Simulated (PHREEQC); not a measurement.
Dissolve 50 mmol/kgw NiCl2, 100 mmol/kgw KCl and 130 mmol/kgw MnSO4 at 35 °C. Closed to the air; pH follows from the charge balance.

Computed with PHREEQC (ion-association model, wateq4f.dat).

| Property | Value |
|---|---|
| pH | 5.95 |
| ionic strength | 0.471 mol/kgw |
| activity of water | 0.991 |

| species | molality | activity | log γ |
|---|---|---|---|
| Cl- | 0.181 | 0.117 | -0.192 |
| K+ | 0.0913 | 0.0587 | -0.192 |
| Mn+2 | 0.0736 | 0.0183 | -0.604 |
| SO4-2 | 0.0598 | 0.0123 | -0.687 |
| MnSO4 | 0.0432 | 0.0481 | 0.047 |
| Ni+2 | 0.0277 | 0.00779 | -0.552 |
| NiSO4 | 0.0182 | 0.0203 | 0.047 |
| MnCl+ | 0.0128 | 0.00871 | -0.167 |
| KSO4- | 0.00869 | 0.00601 | -0.160 |
| NiCl+ | 0.00314 | 0.00228 | -0.138 |
| NiCl2 | 0.000868 | 0.000968 | 0.047 |
| MnCl2 | 0.000398 | 0.000444 | 0.047 |
| Ni(SO4)2-2 | 4.39e-5 | 1.23e-5 | -0.552 |
| MnCl3- | 2.10e-5 | 1.43e-5 | -0.167 |

This is a speciation only: nothing precipitates in the calculation. In wateq4f.dat the enthalpy of Ni(OH)2 has the wrong sign, so its saturation index can't be trusted away from 25 °C.
